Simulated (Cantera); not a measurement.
Input (Python, Cantera) and output of one run.

```python
import numpy as np
import cantera as ct

gas_names = """
    CL CL2 H HCL H2 Si SiCL SiCL2 SiCL3 SiCL4 SiH SiHCL3 SiH2 SiH2CL2 SiH3 SiH3CL SiH4 Si2 Si3
""".split()
cond_names = """
    Si(cr) Si(L)
""".split()


# ... load() reads the species with a 1 bar reference pressure and builds the phases ...
atoms = {
    'Si': {'Si': 1},
    'H2': {'H': 2},
    'Cl2': {'CL': 2},
}
top_T = {}  # K; cautious upper limits of use, not melting points


# ... equilibrate(T, P, feed) seeds the gas with the atoms and calls Mixture.equilibrate('TP', solver="vcs", rtol=1e-11, max_steps=5000) ...
results = []
T = 1198  # K
P = 170000  # Pa
for m in [0.5, 0.66, 0.81, 0.97, 1.1, 1.3, 1.4, 1.6, 1.8, 1.9, 2.1]:
    feed = {'Si': 1, 'H2': 3.1, 'Cl2': m}  # mol
    mix = equilibrate(T, P, feed)
    results.append((T, P, feed, dict(zip(mix.species_names, mix.species_moles))))

top = {s: max(r[3][s] / sum(r[3][g] for g in gas_names) for r in results) for s in gas_names}
cols = sorted((s for s in top if top[s] > 1e-05), key=lambda s: -top[s])[:6]
seen = [c for c in cond_names if any(r[3].get(c, 0) > 1e-12 for r in results)]
print("log10 of partial pressures in bar; condensed amounts in mol")
print(f"{'n(Cl2)':>10s}" + "".join(f"{s[:9]:>10s}" for s in cols + seen))
for T, P, feed, n in results:
    ng = sum(n[g] for g in gas_names)
    print(f"{feed['Cl2']:10.4g}" + "".join(f"{np.log10(max(n[s] / ng * P / 1e5, 1e-99)):10.3f}" for s in cols)
          + "".join(f"{n.get(c, 0):10.4g}" for c in seen))
```

Result:

```
log10 of partial pressures in bar; condensed amounts in mol
    n(Cl2)        H2     SiCL4       HCL    SiHCL3     SiCL3     SiCL2    Si(cr)
       0.5     0.180    -1.177    -1.265    -1.302    -2.231    -2.339    0.7397
      0.66     0.167    -1.040    -1.237    -1.205    -2.129    -2.270    0.6528
      0.81     0.156    -0.942    -1.219    -1.138    -2.055    -2.222    0.5714
      0.97     0.144    -0.859    -1.204    -1.081    -1.993    -2.180    0.4849
       1.1     0.134    -0.802    -1.195    -1.044    -1.950    -2.152    0.4147
       1.3     0.120    -0.729    -1.183    -0.996    -1.896    -2.115     0.307
       1.4     0.113    -0.698    -1.179    -0.975    -1.872    -2.099    0.2533
       1.6     0.100    -0.642    -1.172    -0.940    -1.830    -2.071     0.146
       1.8     0.087    -0.594    -1.166    -0.911    -1.794    -2.047   0.03888
       1.9     0.080    -0.561    -1.118    -0.933    -1.813    -2.118         0
       2.1     0.056    -0.484    -0.798    -1.201    -2.068    -2.705         0
```

Equilibrium computed with Cantera from the NASA thermochemical tables; the gas is ideal and each condensed phase is pure. The tables' values for SiCl3 are old estimates; treat these amounts as uncertain.
